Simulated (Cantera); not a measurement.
# Formation from one mole of S2

Standard-state values (1 bar) from the NASA 1993 polynomials, evaluated with Cantera. Values are per mole of reaction as written; species without (g) are pure solids or liquids, kept so even where they would boil at 1 bar.

2 Pb + S2(g) = 2 PbS(g)

```json
[
 {"T (K)": "300", "ΔH° (kJ)": "135.2", "ΔS° (J/K)": "144.8", "ΔG° (kJ)": "91.7", "log10 K": "-15.97"},
 {"T (K)": "375", "ΔH° (kJ)": "133.9", "ΔS° (J/K)": "141.2", "ΔG° (kJ)": "81.0", "log10 K": "-11.28"},
 {"T (K)": "425", "ΔH° (kJ)": "133.1", "ΔS° (J/K)": "139.0", "ΔG° (kJ)": "74.0", "log10 K": "-9.09"},
 {"T (K)": "475", "ΔH° (kJ)": "132.2", "ΔS° (J/K)": "137.0", "ΔG° (kJ)": "67.1", "log10 K": "-7.38"},
 {"T (K)": "525", "ΔH° (kJ)": "131.2", "ΔS° (J/K)": "135.0", "ΔG° (kJ)": "60.3", "log10 K": "-6.00"},
 {"T (K)": "575", "ΔH° (kJ)": "130.2", "ΔS° (J/K)": "133.2", "ΔG° (kJ)": "53.6", "log10 K": "-4.87"}
]
```

1.5 Ni + S2(g) = 0.5 Ni3S4

```json
[
 {"T (K)": "300", "ΔH° (kJ)": "-278.9", "ΔS° (J/K)": "-179.8", "ΔG° (kJ)": "-225.0", "log10 K": "39.18"},
 {"T (K)": "375", "ΔH° (kJ)": "-278.1", "ΔS° (J/K)": "-177.3", "ΔG° (kJ)": "-211.6", "log10 K": "29.48"},
 {"T (K)": "425", "ΔH° (kJ)": "-277.5", "ΔS° (J/K)": "-175.7", "ΔG° (kJ)": "-202.8", "log10 K": "24.92"},
 {"T (K)": "475", "ΔH° (kJ)": "-276.7", "ΔS° (J/K)": "-174.1", "ΔG° (kJ)": "-194.0", "log10 K": "21.34"},
 {"T (K)": "525", "ΔH° (kJ)": "-275.9", "ΔS° (J/K)": "-172.5", "ΔG° (kJ)": "-185.4", "log10 K": "18.44"},
 {"T (K)": "575", "ΔH° (kJ)": "-275.1", "ΔS° (J/K)": "-171.0", "ΔG° (kJ)": "-176.8", "log10 K": "16.06"}
]
```

C + S2(g) = CS2(g)

```json
[
 {"T (K)": "300", "ΔH° (kJ)": "-11.4", "ΔS° (J/K)": "4.0", "ΔG° (kJ)": "-12.6", "log10 K": "2.20"},
 {"T (K)": "375", "ΔH° (kJ)": "-11.1", "ΔS° (J/K)": "4.9", "ΔG° (kJ)": "-13.0", "log10 K": "1.81"},
 {"T (K)": "425", "ΔH° (kJ)": "-10.9", "ΔS° (J/K)": "5.4", "ΔG° (kJ)": "-13.2", "log10 K": "1.63"},
 {"T (K)": "475", "ΔH° (kJ)": "-10.8", "ΔS° (J/K)": "5.8", "ΔG° (kJ)": "-13.5", "log10 K": "1.49"},
 {"T (K)": "525", "ΔH° (kJ)": "-10.6", "ΔS° (J/K)": "6.1", "ΔG° (kJ)": "-13.8", "log10 K": "1.37"},
 {"T (K)": "575", "ΔH° (kJ)": "-10.5", "ΔS° (J/K)": "6.3", "ΔG° (kJ)": "-14.1", "log10 K": "1.28"}
]
```

2 Ca + S2(g) = 2 CaS

```json
[
 {"T (K)": "300", "ΔH° (kJ)": "-1074.8", "ΔS° (J/K)": "-200.1", "ΔG° (kJ)": "-1014.8", "log10 K": "176.69"},
 {"T (K)": "375", "ΔH° (kJ)": "-1074.0", "ΔS° (J/K)": "-197.7", "ΔG° (kJ)": "-999.9", "log10 K": "139.27"},
 {"T (K)": "425", "ΔH° (kJ)": "-1073.5", "ΔS° (J/K)": "-196.5", "ΔG° (kJ)": "-990.0", "log10 K": "121.68"},
 {"T (K)": "475", "ΔH° (kJ)": "-1073.0", "ΔS° (J/K)": "-195.4", "ΔG° (kJ)": "-980.2", "log10 K": "107.79"},
 {"T (K)": "525", "ΔH° (kJ)": "-1072.6", "ΔS° (J/K)": "-194.5", "ΔG° (kJ)": "-970.5", "log10 K": "96.56"},
 {"T (K)": "575", "ΔH° (kJ)": "-1072.2", "ΔS° (J/K)": "-193.9", "ΔG° (kJ)": "-960.8", "log10 K": "87.28"}
]
```
